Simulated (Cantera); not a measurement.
# Ignition delay

Mixture: 11.3 % CO, 7.24 % H2, 11.3 % O2, 70.1 % N2, equivalence ratio 0.82, at 3380 Torr, adiabatic and at constant volume. Ignition delay is the time to a rise of 400 K.

Cantera simulation using GRI-Mech 3.0 (53 species, 325 reactions); the numbers are that mechanism's predictions, not measurements. The hydrogen kinetics of GRI-Mech 3.0 are dated; newer H2 mechanisms differ, most at raised pressure. Below about 950 K walls govern HO2 and H2O2 in real vessels. Where the delays flatten at high temperature, the 400 K rule measures the pace of heat release, not the induction time.

```
T0 (K)  delay (ms)
------  ----------
948           23.9
1048          1.07
1148        0.0542
1248        0.0189
1348        0.0111
1448       0.00792
1548       0.00634
1648       0.00552
1748       0.00512
1848       0.00500
```
